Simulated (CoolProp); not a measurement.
Vapour-liquid equilibrium of ethanol (1) + n-nonane (2) at 440.4 K; x and y are mole fractions of (1).

Computed with CoolProp (multi-fluid Helmholtz-energy mixture model, Schroeder 2014 and Lemmon 2006; pair parameters Bell 2016).

| x | bubble pressure (kPa) | y at the bubble point | dew pressure at overall composition x (kPa) | liquid density (mol/L) |
|---|---|---|---|---|
| 0.05 | 337.5 | 0.535 | 162.2 | 4.775 |
| 0.15 | 620.7 | 0.746 | 182.2 | 5.102 |
| 0.25 | 814.5 | 0.809 | 207.3 | 5.479 |
| 0.35 | 947.8 | 0.840 | 240.1 | 5.921 |
| 0.45 | 1045 | 0.860 | 284.6 | 6.450 |
| 0.55 | 1124 | 0.877 | 348.9 | 7.097 |
| 0.65 | 1198 | 0.894 | 449.8 | 7.911 |
| 0.75 | 1274 | 0.914 | 629.5 | 8.962 |
| 0.85 | 1356 | 0.940 | 994.5 | 10.36 |
| 0.95 | 1445 | 0.977 | 1382 | 12.26 |

No azeotrope shows between x = 0.05 and 0.95.

Pair parameters are fitted to limited data, so mixtures are less certain than the pure fluids. With so large a gap from Raoult's law the liquid may split in two, which this calculation doesn't test in full.
